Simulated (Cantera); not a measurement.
A perfectly stirred reactor is fed with CO : O₂ : H₂O : N₂ = 0.0021 : 0.044 : 0.00018 : 1 (molar parts), equivalence ratio 0.024, at 10.0 bar; it is held at 1273 K, and followed from long to short residence time.

Cantera simulation using GRI-Mech 3.0 (53 species, 325 reactions); the numbers are that mechanism's predictions, not measurements.

### Question
Predict: x(CO) at τ = 28.0 s; x(O₂) at τ = 28.0 s; x(H₂O) at τ = 28.0 s; x(N₂O) at τ = 28.0 s; x(CO) at τ = 0.370 s; x(O₂) at τ = 0.370 s; x(H₂O) at τ = 0.370 s; x(N₂O) at τ = 0.370 s; x(H₂O₂) at τ = 0.370 s.

### Answer
```json
{
  "x(CO) at τ = 28.0 s": "7.63e-6",
  "x(O₂) at τ = 28.0 s": "0.0411",
  "x(H₂O) at τ = 28.0 s": "0.000172",
  "x(N₂O) at τ = 28.0 s": "5.47e-7",
  "x(CO) at τ = 0.370 s": "0.000363",
  "x(O₂) at τ = 0.370 s": "0.0413",
  "x(H₂O) at τ = 0.370 s": "0.000172",
  "x(N₂O) at τ = 0.370 s": "3.49e-6",
  "x(H₂O₂) at τ = 0.370 s": "1.30e-9"
}
```
